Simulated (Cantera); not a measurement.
A perfectly stirred reactor is fed with 35.5 % C2H6, 60.3 % N2, 4.26 % H2O, at 1330 Pa; it is held at 1275 K, and followed from long to short residence time.

Model: GRI-Mech 3.0 (53 species, 325 reactions), integrated in Cantera. GRI-Mech 3.0 stops at C3 and has no aromatics, soot or wall deposition, so with more carbon than oxygen in the feed, carbon stays in small species such as C2H2 where larger ones or solid carbon would form. Radical loss at walls, strong at low pressure, is not modelled.

One state of this run: x C2H6 = 0.228; x HCN = 2.76e-10; x C2H2 = 0.00459; x CH2 = 1.29e-7; x CH3 = 0.00115; x H2 = 0.0727; x C2H4 = 0.0757. x: mole fraction; the columns are a selection and need not sum to one.

Problem. Which value of τ (s) does it belong to?
A) 0.0010
B) 0.049
C) 0.91
D) 0.019

Solution. D, 0.019
